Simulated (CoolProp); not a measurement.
Saturation properties of carbon monoxide.

Computed with CoolProp (reference Helmholtz-energy equation of state, Lemmon 2006). It is a short technical equation, of lower accuracy than the large ones.

| T (K) | p (kPa) | vapour density (kg/m³) | enthalpy of vaporisation (kJ/kg) | liquid cp (kJ/(kg K)) |
|---|---|---|---|---|
| 96.3 | 409.6 | 16.11 | 191.4 | 2.252 |
| 100.6 | 568.9 | ? | 183.0 | 2.316 |
| 105 | 774.2 | ? | 173.5 | 2.408 |
| 109.3 | 1022 | ? | 162.9 | 2.533 |
| 113.6 | 1321 | 52.51 | 150.9 | ? |
| 118 | 1688 | 69.34 | 136.4 | 3.007 |
| 122.3 | 2112 | 91.50 | 119.3 | 3.513 |
| 126.6 | 2610 | ? | 97.14 | 4.679 |

Q: Some entries are withheld; supply them.

A: 
- 100.6, vapour density (kg/m³): 22.14
- 105, vapour density (kg/m³): 30.04
- 109.3, vapour density (kg/m³): 39.90
- 113.6, liquid cp (kJ/(kg K)): 2.715
- 126.6, vapour density (kg/m³): 123.6

It boils at 81.6 K under 1 atm.
